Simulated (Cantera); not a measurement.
Input: 1 mol TiCl4, 5.7 mol H2, equilibrated at 1100 °C and 94.0 Pa.

Cantera equilibrium calculation (NASA polynomials, part measured and part estimated; ideal gas, pure solids and liquids). Candidate condensed phases: Ti, TiCl2, TiCl3, TiCl4; 10 gas species. The tables' values for TiCl2 are old estimates; treat these amounts as uncertain. Kinetics and transport are ignored.

Q: What is the equilibrium state?

A: 
- x(H2): 0.723
- x(HCl): 0.138
- x(TiCl3): 0.130
- x(TiCl4): 0.00509
- x(TiCl2): 0.00365
- x(H): 9.26e-5
- x(Cl): 1.46e-5
- gas amount: 7.195 mol
- log10 activity of Ti(β) (absent): -3.14
- log10 activity of TiCl4(l) (absent): -7.35
